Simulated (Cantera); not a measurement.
Feed: 1 mol Si, 0.76 mol Cl2, 5.4 mol H2, held at 1500 K and 690000 Pa.

These are equilibrium values from Cantera (NASA tables, ideal gas, pure condensed phases), not measurements of a reactor. Candidate condensed phases: Si; 19 gas species. The tables' values for SiCl3 are old estimates; treat these amounts as uncertain. Rates play no part.

Base state: H2 0.864, HCl 0.0707, SiCl2 0.0186, SiHCl3 0.0185, SiCl4 0.0146, SiCl3 0.00924, SiH2Cl2 0.00372, SiH3Cl 0.000220 (mole fractions); condensed: Si(s).

**Question.** What changes in the equilibrium state with this change: H2 from 5.4 to 8.2 mol?

**Answer.** 
| species | before | after |
|---|---|---|
| H2 | 0.864 | 0.898 |
| HCl | 0.0707 | 0.0609 |
| SiCl2 | 0.0186 | 0.0133 |
| SiCl4 | 0.0146 | 0.00745 |
| SiHCl3 | 0.0185 | 0.0114 |
| SiCl3 | 0.00924 | 0.00558 |
| SiH2Cl2 | 0.00372 | 0.00276 |
| SiH3Cl | 0.000220 | 0.000197 |
| Si(s), mol | 0.617 | 0.645 |
